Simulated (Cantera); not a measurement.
Charge: 1 mol CH3SiCl3, 0.089 mol C3H8, 47 mol H2, equilibrated at 2050 °C.

Cantera equilibrium calculation (NASA polynomials, part measured and part estimated; ideal gas, pure solids and liquids). Candidate condensed phases: C, C6H6, C7H8, C8H18, Si, SiC; 109 gas species. The feed counts by its element totals alone. The tables' values for SiCl are old estimates; treat these amounts as uncertain. Gases not in the tables: Si2H6 and higher silanes. Rates play no part.

x: gas mole fraction; n: condensed amount in mol.

| P (Pa) | x H2 | x H | x HCl | x Si | x Cl | n C(graphite) | n SiC(s) |
|---|---|---|---|---|---|---|---|
| 100 | 0.652 | 0.278 | 0.0381 | 0.0140 | 0.0117 | 0.615 | 0 |
| 400 | 0.774 | 0.151 | 0.0465 | 0.0141 | 0.00653 | 0.585 | 0 |
| 1600 | 0.847 | (withheld) | 0.0507 | (withheld) | (withheld) | (withheld) | (withheld) |
| 6300 | 0.894 | 0.0410 | 0.0542 | 0.00277 | 0.00179 | 0.0270 | 0.733 |
| 25000 | 0.916 | (withheld) | 0.0558 | (withheld) | (withheld) | 0 | 0.879 |
| 100000 | 0.927 | 0.0105 | 0.0566 | 0.000204 | 0.000459 | 0 | 0.920 |

Task: Complete the blanks.

Result: 
- 1600, x H: 0.0792
- 1600, x Si: 0.0109
- 1600, x Cl: 0.00341
- 1600, n C(graphite): 0.475
- 1600, n SiC(s): 0.126
- 25000, x H: 0.0208
- 25000, x Si: 0.000771
- 25000, x Cl: 0.000912
